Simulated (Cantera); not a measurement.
Cantera run, input and output.

```python
import numpy as np
import cantera as ct

gas = ct.Solution("gri30.yaml")
gas.TPX = 1075, 140000, {'N2O': 1, 'O2': 0.085}
reactor = ct.IdealGasConstPressureReactor(gas, energy="off", clone=False)
net = ct.ReactorNet([reactor])
net.rtol, net.atol = 1e-08, 1e-18
show = ['N2O', 'O2', 'NO', 'N2', 'O', 'NO2']
times = np.geomspace(7e-05, 6, 14)

steps = ct.SolutionArray(gas, extra=["t"])
rows = []
print(f"{'t/s':>10s}{'T/K':>9s}{'P/Pa':>11s}" + "".join(f"{s:>11s}" for s in show))
for t in times:
    while net.time < t:
        t_next = net.step()
        steps.append(gas.state, t=t_next)
    rows.append([np.interp(t, steps.t, y) for y in (steps.T, steps.P, *steps(*show).X.T)])
    print(f"{t:10.3e}{rows[-1][0]:9.1f}{rows[-1][1]:11.4g}" + "".join(f"{x:11.3e}" for x in rows[-1][2:]))
rate = np.gradient(steps.T, steps.t)
print("integrator steps:", len(steps.t))
if steps.T.max() > steps.T[0] + 200:
    print(f"time of steepest temperature rise: {steps.t[rate.argmax()]:.4e} s")
gas.TPX = 1075, 140000, {'N2O': 1, 'O2': 0.085}
gas.equilibrate("TP")
print(f"equilibrium (TP): T = {gas.T:.1f} K  " + "  ".join(f"{s} {gas[s].X[0]:.3e}" for s in show))
```

Output:

```
       t/s      T/K       P/Pa        N2O         O2         NO         N2          O        NO2
 7.000e-05   1075.0    1.4e+05  9.217e-01  7.834e-02  1.942e-07  3.310e-06  1.882e-07  1.587e-12
 1.677e-04   1075.0    1.4e+05  9.216e-01  7.834e-02  4.970e-07  8.178e-06  1.882e-07  1.039e-11
 4.018e-04   1075.0    1.4e+05  9.216e-01  7.835e-02  1.222e-06  1.984e-05  1.882e-07  6.294e-11
 9.627e-04   1075.0    1.4e+05  9.216e-01  7.836e-02  2.960e-06  4.778e-05  1.882e-07  3.686e-10
 2.307e-03   1075.0    1.4e+05  9.215e-01  7.839e-02  7.122e-06  1.147e-04  1.882e-07  2.117e-09
 5.526e-03   1075.0    1.4e+05  9.212e-01  7.846e-02  1.708e-05  2.750e-04  1.882e-07  1.209e-08
 1.324e-02   1075.0    1.4e+05  9.207e-01  7.863e-02  4.090e-05  6.588e-04  1.881e-07  6.689e-08
 3.172e-02   1075.0    1.4e+05  9.193e-01  7.904e-02  9.770e-05  1.577e-03  1.880e-07  3.547e-07
 7.600e-02   1075.0    1.4e+05  9.160e-01  8.001e-02  2.325e-04  3.768e-03  1.876e-07  1.707e-06
 1.821e-01   1075.0    1.4e+05  9.082e-01  8.232e-02  5.497e-04  8.965e-03  1.865e-07  6.845e-06
 4.363e-01   1075.0    1.4e+05  8.899e-01  8.771e-02  1.285e-03  2.112e-02  1.837e-07  2.140e-05
 1.045e+00   1075.0    1.4e+05  8.484e-01  9.993e-02  2.926e-03  4.865e-02  1.772e-07  5.485e-05
 2.504e+00   1075.0    1.4e+05  7.612e-01  1.257e-01  6.278e-03  1.067e-01  1.635e-07  1.233e-04
 6.000e+00   1075.0    1.4e+05  6.023e-01  1.729e-01  1.196e-02  2.126e-01  1.376e-07  2.398e-04
integrator steps: 572
equilibrium (TP): T = 1075.0 K  N2O 6.523e-09  O2 3.690e-01  NO 8.036e-05  N2 6.309e-01  O 6.778e-10  NO2 4.159e-06
```

Cantera simulation using GRI-Mech 3.0 (53 species, 325 reactions); the numbers are that mechanism's predictions, not measurements. GRI-Mech 3.0 was tuned for natural gas; its chemistry of N2O as a main component is partial and can be far from experiment. The mechanism lacks the step 2 NO + O2 → 2 NO2, which can matter for NO2 below about 1400 K. The temperature is held fixed by assumption; the heat of reaction is taken as removed at once.
